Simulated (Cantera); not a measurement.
Reactions in the system B-Cl-O

Standard-state values (1 bar) from the NASA 1993 polynomials, evaluated with Cantera. Values are per mole of reaction as written; species without (g) are pure solids or liquids, kept so even where they would boil at 1 bar. The tables' values for BOCl are old estimates.

2 Cl(g) + B2O3(g) → 2 BOCl(g) + O(g)

```json
[
 {"T (K)": "623", "ΔH° (kJ)": "209.5", "ΔS° (J/K)": "20.9", "ΔG° (kJ)": "196.5", "log10 K": "-16.47"},
 {"T (K)": "823", "ΔH° (kJ)": "208.8", "ΔS° (J/K)": "20.0", "ΔG° (kJ)": "192.4", "log10 K": "-12.21"},
 {"T (K)": "1023", "ΔH° (kJ)": "208.0", "ΔS° (J/K)": "19.1", "ΔG° (kJ)": "188.5", "log10 K": "-9.62"},
 {"T (K)": "1223", "ΔH° (kJ)": "207.2", "ΔS° (J/K)": "18.4", "ΔG° (kJ)": "184.7", "log10 K": "-7.89"},
 {"T (K)": "1423", "ΔH° (kJ)": "206.4", "ΔS° (J/K)": "17.8", "ΔG° (kJ)": "181.1", "log10 K": "-6.65"},
 {"T (K)": "1623", "ΔH° (kJ)": "205.5", "ΔS° (J/K)": "17.2", "ΔG° (kJ)": "177.6", "log10 K": "-5.72"},
 {"T (K)": "1823", "ΔH° (kJ)": "204.7", "ΔS° (J/K)": "16.7", "ΔG° (kJ)": "174.2", "log10 K": "-4.99"},
 {"T (K)": "2023", "ΔH° (kJ)": "203.8", "ΔS° (J/K)": "16.3", "ΔG° (kJ)": "170.9", "log10 K": "-4.41"},
 {"T (K)": "2223", "ΔH° (kJ)": "203.0", "ΔS° (J/K)": "15.9", "ΔG° (kJ)": "167.7", "log10 K": "-3.94"},
 {"T (K)": "2423", "ΔH° (kJ)": "202.1", "ΔS° (J/K)": "15.5", "ΔG° (kJ)": "164.5", "log10 K": "-3.55"},
 {"T (K)": "2623", "ΔH° (kJ)": "201.3", "ΔS° (J/K)": "15.2", "ΔG° (kJ)": "161.5", "log10 K": "-3.22"}
]
```
